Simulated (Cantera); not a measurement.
A closed system holds: 1 mol MgCO3, 0.38 mol SO3, 0.11 mol H2O, at 1577 °C and 1 atm.

These are equilibrium values from Cantera (NASA tables, ideal gas, pure condensed phases), not measurements of a reactor. Candidate condensed phases: C, C6H6, C7H8, C8H18, H2O, H2SO4, Mg, MgCO3, MgO, Mg(OH)2, MgS, MgSO4, S; 130 gas species. The numbers say what is thermodynamically allowed, not how fast it happens.

Base state: CO2 0.595, SO2 0.225, O2 0.113, H2O 0.0651, SO3 0.000676, OH 0.000637, CO 0.000599, O 6.44e-5 (mole fractions); condensed: MgO(s).

Problem. What changes in the equilibrium state with this change: temperature from 1577 °C to 675 °C?

Solution. 
```
species          before    after
-------------  --------  -------
CO2               0.595    0.901
H2O              0.0651   0.0991
SO2               0.225  4.75e-5
O2                0.113  2.38e-5
CO             0.000599  1.73e-9
OH             0.000637  4.03e-9
MgO(s), mol       1.000    0.620
MgSO4(s), mol         0    0.380
```
